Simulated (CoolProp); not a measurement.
Nitrogen at 298.15 K and 0.319 MPa is throttled through a valve to 0.143 MPa with no heat exchange. Each further row changes one setting.

Computed with CoolProp (reference Helmholtz-energy equation of state, Span 2000).

```csv
case,temperature change (K),final density (kg/m³)
as stated,(withheld),(withheld)
outlet pressure 0.0429 MPa,-0.6,(withheld)
outlet pressure 0.186 MPa,(withheld),(withheld)
```

Q: Complete the blanks.

A: 
- as stated, temperature change (K): -0.4
- as stated, final density (kg/m³): 1.62
- outlet pressure 0.0429 MPa, final density (kg/m³): 0.486
- outlet pressure 0.186 MPa, temperature change (K): -0.3
- outlet pressure 0.186 MPa, final density (kg/m³): 2.10
